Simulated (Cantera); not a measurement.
Input: 1 mol CaF2, 20 mol H2O, 1.6 mol N2, equilibrated at 1473 K and 750 Torr.

These are equilibrium values from Cantera (NASA tables, ideal gas, pure condensed phases), not measurements of a reactor. Candidate condensed phases: Ca, CaF2, CaO, Ca(OH)2, H2O; 47 gas species. Mutual solubility and eutectic melting of coexisting phases are not modelled. Kinetics and transport are ignored.

Base state: H2O 0.914, N2 0.0736, HF 0.0121, H2 0.000148, O2 6.51e-5, OH 2.47e-5 (mole fractions); condensed: CaF2(s) + CaO(s).

Problem. What changes in the equilibrium state with this change: temperature from 1473 K to 1275 K?

Solution. 
```json
[
 {"species": "H2O", "before": "0.914", "after": "0.924"},
 {"species": "N2", "before": "0.0736", "after": "0.0740"},
 {"species": "HF", "before": "0.0121", "after": "0.00217"},
 {"species": "OH", "before": "2.47e-5", "after": "1.87e-6"},
 {"species": "H2", "before": "0.000148", "after": "1.79e-5"},
 {"species": "O2", "before": "6.51e-5", "after": "8.15e-6"},
 {"species": "CaF2(s), mol", "before": "0.868", "after": "0.977"},
 {"species": "CaO(s), mol", "before": "0.132", "after": "0.0235"}
]
```
